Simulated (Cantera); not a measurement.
## Thermodynamics of metals in furnace atmospheres, feed Pb + O2 + CO

Input: 1 mol Pb, 1.3 mol O2, 4.2 mol CO, held at 752 °C.

Method: chemical equilibrium by Gibbs-energy minimisation in Cantera with the NASA 1993 tables (ideal gas, pure condensed phases). Candidate condensed phases: C, Pb, PbO, PbO2, Pb3O4; 15 gas species. The numbers say what is thermodynamically allowed, not how fast it happens.

At 10.0 Pa nothing is condensed. From 61.0 Pa to 5.00 bar the condensed part is Pb(l). At 30.0 bar the condensed part is C(graphite) + Pb(l). The main Pb-bearing gas is Pb throughout.

```csv
P (Pa),x CO2,x CO,x Pb,x PbO,x Pb2,n Pb(l),n C(graphite)
10,0.500,0.308,0.192,9.55e-7,6.03e-7,0,0
61,0.591,0.364,0.0456,2.26e-7,2.07e-7,0.799,0
370,0.614,0.378,0.00752,3.73e-8,3.41e-8,0.968,0
2200,0.618,0.380,0.00126,6.28e-9,5.73e-9,0.995,0
13000,0.619,0.381,0.000214,1.06e-9,9.70e-10,0.999,0
82000,0.619,0.381,3.39e-5,1.68e-10,1.54e-10,1.000,0
500000,0.619,0.381,5.56e-6,2.76e-11,2.52e-11,1.000,0
3000000,0.733,0.267,9.27e-7,7.80e-12,4.20e-12,1.000,0.277
```
x: gas mole fraction; n: condensed amount in mol.
